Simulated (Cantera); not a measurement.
Charge: 1 mol Si3N4, 1.8 mol H2O, 820 mol H2, at 0.405 Torr.

These are equilibrium values from Cantera (NASA tables, ideal gas, pure condensed phases), not measurements of a reactor. Candidate condensed phases: H2O, Si, SiO2, Si2N2O, Si3N4; 35 gas species. Mutual solubility and eutectic melting of coexisting phases are not modelled. Gases not in the tables: Si2H6 and higher silanes. Rates play no part.

x: gas mole fraction; n: condensed amount in mol.

```
T (K)   x H2       x H      x N2     x SiO     x Si  n Si2N2O(s)  n Si(s)  n Si(l)
-----  -----  --------  --------  --------  -------  -----------  -------  -------
1325   0.998   7.03e-5  0.000971  0.000728  5.56e-9         1.20        0        0
1400   0.998  0.000209   0.00125   0.00100  1.52e-6        0.972    0.226        0
1475   0.995       ___   0.00242   0.00218      ___            0     1.19        0
1550   0.994   0.00135   0.00242   0.00218  6.15e-5            0     1.14        0
1625   0.992       ___   0.00242   0.00218      ___            0      ___        0
1700   0.988   0.00630   0.00241   0.00217  0.00126            0        0   0.0932
1775   0.982    0.0123   0.00240   0.00216  0.00139            0        0        0
```

Task: Complete the blanks.

Result: 
- 1475, x H: 0.000557
- 1475, x Si: 1.06e-5
- 1625, x H: 0.00302
- 1625, x Si: 0.000302
- 1625, n Si(s): 0.931
